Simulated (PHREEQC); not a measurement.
Solution (25 °C): 130 mmol/kgw KHCO3 and 4.9 mmol/kgw NaOH. Closed to the air; pH follows from the charge balance.

Model: ion-association model, phreeqc.dat, run in PHREEQC.

Precipitation was switched off in this run.

Order these Na species by the share of Na that they hold, largest first: NaHCO3, Na+, NaCO3-.

Na+ (93 %), NaHCO3 (3.7 %), NaCO3- (3.2 %)

The pH is 8.61 and the ionic strength 0.140 mol/kgw.
